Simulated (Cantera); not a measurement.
Input (Python, Cantera) and output of one run.

```python
import numpy as np
import cantera as ct

gas_names = """
    H2 Ca HBr
""".split()
cond_names = """
    CaBr2(s) CaBr2(L)
""".split()


# ... load() reads the species with a 1 bar reference pressure and builds the phases ...
species = {s.name: s for s in load("nasa_gas.yaml", gas_names) + load("nasa_condensed.yaml", cond_names)}
# Each term lists the table entries of one substance; the one whose range holds T is used.
reactions = {
    'CaBr2 + H2(g) = Ca(g) + 2 HBr(g)':
        [(-1, ['CaBr2(s)', 'CaBr2(L)']), (-1, ['H2']), (1, ['Ca']), (2, ['HBr'])],
}


def pick(names, T):
    return next(species[n] for n in names if species[n].thermo.min_temp <= T <= species[n].thermo.max_temp)


results = []
for label, terms in reactions.items():
    print(label)
    print("     T/K   dH/kJ  dS/(J/K)   dG/kJ   log10 K")
    for T in [300, 773, 848, 923, 998, 1073, 1148, 1223, 1298]:
        used = [(nu, pick(names, T)) for nu, names in terms]
        dH = sum(nu * s.thermo.h(T) for nu, s in used) / 1e6
        dS = sum(nu * s.thermo.s(T) for nu, s in used) / 1e3
        dG = dH - T * dS / 1e3
        logK = -dG * 1e6 / (ct.gas_constant * T * np.log(10))
        results.append((label, T, dH, dS, dG, logK, [s.name for _, s in used]))
        print(f"{T:8g} {dH:8.1f} {dS:8.1f} {dG:8.1f} {logK:8.2f}")
```

Output:

```
CaBr2 + H2(g) = Ca(g) + 2 HBr(g)
     T/K   dH/kJ  dS/(J/K)   dG/kJ   log10 K
     300    788.1    291.8    700.6  -121.98
     773    774.6    264.9    569.8   -38.50
     848    772.3    262.1    550.0   -33.88
     923    770.0    259.5    530.5   -30.02
     998    767.5    256.9    511.1   -26.75
    1073    734.5    224.5    493.6   -24.03
    1148    730.3    220.7    476.9   -21.70
    1223    726.0    217.1    460.5   -19.67
    1298    721.8    213.8    444.4   -17.88
```

Source: NASA polynomial tables (part measured, part estimated), evaluated in Cantera. Condensed species are held in their standard states even where they would react or evaporate.
